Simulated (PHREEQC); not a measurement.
A solution holds 0.0058 mol Cu(NO3)2, 0.013 mol HCl and 0.35 mol FeCl3 per kg of water, at 25 °C. Closed to the air; pH follows from the charge balance.

Equilibrium calculation in PHREEQC: ion-association model, wateq4f.dat.

This is a speciation only: nothing precipitates in the calculation.

### Question
Order these Cl species by the share of Cl that they hold, largest first: FeCl2+, FeCl+2, CuCl+, FeCl3, Cl-.

### Answer
Cl- (64 %), FeCl+2 (20 %), FeCl2+ (15 %), FeCl3 (0.58 %), CuCl+ (0.14 %)

### Question
Order these Fe species by the share of Fe that they hold, largest first: Fe+3, Fe2(OH)2+4, FeCl+2, FeCl2+, FeOH+2.

### Answer
FeCl+2 (61 %), FeCl2+ (23 %), Fe+3 (12 %), FeOH+2 (1.9 %), Fe2(OH)2+4 (0.69 %)

The pH is 1.78 and the ionic strength 1.05 mol/kgw. Examples of supersaturated solids here: Hematite (slow to form), Goethite (slow to form). Others may be too. Caution: at this ionic strength the ion-association model is outside its range; a Pitzer model would be the better tool where its parameters exist.
